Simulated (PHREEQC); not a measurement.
A made-up water analysis in mg/L, 55 °C, pH 1.89, pe 11.6:

```csv
constituent,mg/L
Na,255
K,281
Ca,285
Mg,226
Cl,149
S(6) as SO4,3440
Si as SiO2,22.3
Br,125
```

Valence states are taken as typed.

Model: ion-association model, wateq4f.dat, run in PHREEQC.

Each row changes one thing in this solution. This is a speciation only: nothing precipitates in the calculation.

```json
[
 {"case": "as made", "ionic strength (mol/kgw)": "0.0710", "HSO4- (mol/kgw)": "0.0159", "SO4-2 (mol/kgw)": "0.0122", "CaHSO4+ (mol/kgw)": "0.000353", "NaSO4- (mol/kgw)": "0.000311", "SI of Quartz (SiO2)": "+0.16", "SI of Gypsum (CaSO4:2H2O)": "-0.41"},
 {"case": "Br from 125 to 62.5 mg/L", "ionic strength (mol/kgw)": "0.0705", "HSO4- (mol/kgw)": "0.0159", "SO4-2 (mol/kgw)": "0.0122", "CaHSO4+ (mol/kgw)": "0.000354", "NaSO4- (mol/kgw)": "0.000311", "SI of Quartz (SiO2)": "+0.16", "SI of Gypsum (CaSO4:2H2O)": "-0.41"},
 {"case": "temperature from 55 to 40 °C at the same typed pH", "ionic strength (mol/kgw)": "0.0754", "HSO4- (mol/kgw)": "0.0133", "SO4-2 (mol/kgw)": "0.0149", "CaHSO4+ (mol/kgw)": "0.000292", "NaSO4- (mol/kgw)": "0.000350", "SI of Quartz (SiO2)": "+0.35", "SI of Gypsum (CaSO4:2H2O)": "-0.37"},
 {"case": "Na from 255 to 128 mg/L", "ionic strength (mol/kgw)": "0.0679", "HSO4- (mol/kgw)": "0.0160", "SO4-2 (mol/kgw)": "0.0122", "CaHSO4+ (mol/kgw)": "0.000357", "NaSO4- (mol/kgw)": "0.000157", "SI of Quartz (SiO2)": "+0.16", "SI of Gypsum (CaSO4:2H2O)": "-0.40"}
]
```

Complexes and solids missing from the database can't appear. Some of these states are supersaturated (in Quartz (slow to form), for instance). At this temperature some constants are extrapolated from 25 °C, and those without enthalpy data are left unchanged.
